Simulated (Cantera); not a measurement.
Feed: 1 mol V2O3, 2900 mol H2, 0.64 mol H2O, at 82.5 Torr.

Equilibrium computed with Cantera from the NASA thermochemical tables; the gas is ideal and each condensed phase is pure. Candidate condensed phases: H2O, V, VO, V2O3, V2O4, V2O5; 12 gas species. Mutual solubility and eutectic melting of coexisting phases are not modelled. VO: taken at fixed stoichiometry. Condensed phases not in the tables: the oxides between V2O3 and V2O5 other than VO2. Equilibrium is a limit: real reactors are often held back by kinetics, nucleation or transport.

log p: log10 of the partial pressure in bar; n: condensed amount in mol.

```tsv
T (K)	log p H2	log p H2O	log p H	log p OH	n V2O3(s)	n VO(s)
875	-0.96	-4.61	-10.78	<-12	1.00	0
925	-0.96	-4.61	-10.06	<-12	1.00	0
975	-0.96	-4.61	-9.42	<-12	1.00	0
1025	-0.96	-4.61	-8.84	<-12	1.00	0
1075	-0.96	-4.61	-8.31	<-12	1.00	0
1125	-0.96	-4.61	?	<-12	0.991	?
1175	-0.96	-4.40	-7.39	<-12	0.595	0.811
1225	-0.96	-4.21	-6.99	-12.28	0.0210	1.96
1275	-0.96	-4.21	-6.61	-11.79	0	2.00
1325	-0.96	-4.21	?	?	0	2.00
1375	-0.96	-4.21	-5.94	-10.94	0	2.00
1425	-0.96	-4.21	-5.65	-10.55	0	2.00
1475	-0.96	-4.21	-5.37	-10.20	0	2.00
1525	-0.96	-4.21	-5.11	-9.86	0	2.00
```

Q: What belongs in the gaps?

A: 
- 1325, log p H: -6.27
- 1325, log p OH: -11.35
- 1125, log p H: -7.83
- 1125, n VO(s): 0.0176
